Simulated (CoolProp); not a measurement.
Properties of isopentane along the isobar 14700 kPa (Tc = 187.2 °C, pc = 3378 kPa, ω = 0.227).

Values from CoolProp's reference Helmholtz-energy equation of state, Lemmon 2006. It is a short technical equation, of lower accuracy than the large ones.

```json
[
 {"T (°C)": "63.35", "phase": "liquid", "density (kg/m³)": "599.2", "cp (kJ/(kg K))": "2.401", "isothermal compressibility (1/MPa)": "(withheld)", "fugacity coefficient": "0.03504"},
 {"T (°C)": "68.95", "phase": "liquid", "density (kg/m³)": "594.0", "cp (kJ/(kg K))": "2.428", "isothermal compressibility (1/MPa)": "0.002568", "fugacity coefficient": "0.04001"},
 {"T (°C)": "74.65", "phase": "liquid", "density (kg/m³)": "588.8", "cp (kJ/(kg K))": "2.455", "isothermal compressibility (1/MPa)": "0.002711", "fugacity coefficient": "0.04552"},
 {"T (°C)": "80.25", "phase": "liquid", "density (kg/m³)": "583.5", "cp (kJ/(kg K))": "2.482", "isothermal compressibility (1/MPa)": "0.002862", "fugacity coefficient": "0.05141"},
 {"T (°C)": "85.95", "phase": "liquid", "density (kg/m³)": "578.2", "cp (kJ/(kg K))": "(withheld)", "isothermal compressibility (1/MPa)": "0.003027", "fugacity coefficient": "0.05787"},
 {"T (°C)": "91.55", "phase": "liquid", "density (kg/m³)": "572.8", "cp (kJ/(kg K))": "2.537", "isothermal compressibility (1/MPa)": "0.003201", "fugacity coefficient": "0.06471"},
 {"T (°C)": "97.25", "phase": "liquid", "density (kg/m³)": "567.4", "cp (kJ/(kg K))": "(withheld)", "isothermal compressibility (1/MPa)": "0.003392", "fugacity coefficient": "0.07216"},
 {"T (°C)": "102.85", "phase": "liquid", "density (kg/m³)": "561.9", "cp (kJ/(kg K))": "2.593", "isothermal compressibility (1/MPa)": "0.003593", "fugacity coefficient": "0.07997"},
 {"T (°C)": "108.55", "phase": "liquid", "density (kg/m³)": "556.3", "cp (kJ/(kg K))": "(withheld)", "isothermal compressibility (1/MPa)": "0.003814", "fugacity coefficient": "0.08840"},
 {"T (°C)": "114.15", "phase": "liquid", "density (kg/m³)": "550.7", "cp (kJ/(kg K))": "2.648", "isothermal compressibility (1/MPa)": "(withheld)", "fugacity coefficient": "0.09717"},
 {"T (°C)": "119.85", "phase": "liquid", "density (kg/m³)": "545.0", "cp (kJ/(kg K))": "2.677", "isothermal compressibility (1/MPa)": "0.004305", "fugacity coefficient": "(withheld)"},
 {"T (°C)": "125.45", "phase": "liquid", "density (kg/m³)": "539.3", "cp (kJ/(kg K))": "2.705", "isothermal compressibility (1/MPa)": "0.004578", "fugacity coefficient": "0.1163"},
 {"T (°C)": "131.15", "phase": "liquid", "density (kg/m³)": "533.4", "cp (kJ/(kg K))": "2.733", "isothermal compressibility (1/MPa)": "0.004878", "fugacity coefficient": "0.1266"}
]
```

### Question
Fill in the missing entries.

### Answer

- 63.35, isothermal compressibility (1/MPa): 0.002436
- 85.95, cp (kJ/(kg K)): 2.510
- 97.25, cp (kJ/(kg K)): 2.565
- 108.55, cp (kJ/(kg K)): 2.621
- 114.15, isothermal compressibility (1/MPa): 0.004048
- 119.85, fugacity coefficient: 0.1066
